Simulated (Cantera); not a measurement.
A closed system holds: 1 mol SiC, 1.1 mol N2O, 8.6 mol H2, 0.27 mol O2, held at 998 K and 0.100 bar.

These are equilibrium values from Cantera (NASA tables, ideal gas, pure condensed phases), not measurements of a reactor. Candidate condensed phases: C, C6H6, C7H8, C8H18, H2O, Si, SiC, SiO2, Si2N2O, Si3N4; 151 gas species. Equilibrium is a limit: real reactors are often held back by kinetics, nucleation or transport.

Base state: H2 0.889, N2 0.103, CH4 0.00771, CO 0.000789, H2O 2.86e-5, NH3 1.58e-5 (mole fractions); condensed: C(graphite) + SiO2(β-quartz) + Si2N2O(s).

Q: What changes in the equilibrium state with this change: N2O from 1.1 to 0.027 mol?

A: 
| species | before | after |
|---|---|---|
| H2 | 0.889 | 0.990 |
| CH4 | 0.00771 | 0.00957 |
| CO | 0.000789 | 1.16e-6 |
| N2 | 0.103 | <1e-9 |
| NH3 | 1.58e-5 | 1.05e-9 |
| H2O | 2.86e-5 | 4.69e-8 |
| C(graphite), mol | 0.919 | 0.242 |
| SiO2(β-quartz), mol | 0.755 | 0.270 |
| Si2N2O(s), mol | 0.123 | 0.0270 |
| SiC(s), mol | 0 | 0.676 |

Q: What changes in the equilibrium state with this change: pressure from 0.100 bar to 16.0 Pa?

A: 
```json
[
 {"species": "H2", "before": "0.889", "after": "0.866"},
 {"species": "N2", "before": "0.103", "after": "0.0809"},
 {"species": "CO", "before": "0.000789", "after": "0.0532"},
 {"species": "NH3", "before": "1.58e-5", "after": "2.16e-8"},
 {"species": "CH4", "before": "0.00771", "after": "1.17e-5"},
 {"species": "H2O", "before": "2.86e-5", "after": "3.01e-6"},
 {"species": "C(graphite), mol", "before": "0.919", "after": "0.471"},
 {"species": "SiO2(β-quartz), mol", "before": "0.755", "after": "0.407"},
 {"species": "Si2N2O(s), mol", "before": "0.123", "after": "0.296"}
]
```
